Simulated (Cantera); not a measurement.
Charge: 1 mol TiO2, 0.61 mol CO, 5.1 mol H2, held at 0.100 bar.

Cantera equilibrium calculation (NASA polynomials, part measured and part estimated; ideal gas, pure solids and liquids). Candidate condensed phases: C, C6H6, C7H8, C8H18, H2O, Ti, TiC, TiO, TiO2, Ti2O3, Ti3O5, Ti4O7; 113 gas species. Mutual solubility and eutectic melting of coexisting phases are not modelled. Condensed phases not in the tables: Magnéli phases beyond Ti4O7. The numbers say what is thermodynamically allowed, not how fast it happens. All values below are at 1875 K.

Base state: H2 0.837, CO 0.105, H2O 0.0541, H 0.00190, CO2 0.00165 (mole fractions); condensed: Ti3O5(s) + Ti4O7(s).

Question: What changes in the equilibrium state with this change: TiO2 replaced by SiO2?

Answer: 
```
species                before     after
--------------------  -------  --------
H2                      0.837     0.875
CO                      0.105     0.106
SiO                         0   0.00896
H2O                    0.0541   0.00870
CO2                   0.00165  0.000255
H                     0.00190   0.00194
Ti3O5(s), mol           0.276         0
Ti4O7(s), mol          0.0432         0
SiO2(condensed), mol        0     0.948
```
The tables hold silica as quartz up to 1696 K and as liquid above; real silica turns to tridymite and cristobalite and melts near 1996 K. Further candidate phases: Si, SiC, SiO2.
